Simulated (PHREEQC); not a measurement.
Solution (25 °C): 0.0185 mol/kgw K2SO4. Closed to the air; pH follows from the charge balance.

All values are PHREEQC results (Pitzer model, pitzer.dat), not measurements.

```yaml
ionic_strength: 0.0555 mol/kgw
specific_conductance: 4580 µS/cm
density: 1.000 g/cm³
osmotic_coefficient: 0.869
```

```
species  molality  activity   log γ
-------  --------  --------  ------
K+         0.0370    0.0291  -0.104
SO4-2      0.0185   0.00794  -0.367
OH-       1.66e-7   1.36e-7  -0.088
H+        9.64e-8   7.44e-8  -0.113
HSO4-     7.01e-8   5.62e-8  -0.095
```

This is a speciation only: nothing precipitates in the calculation.
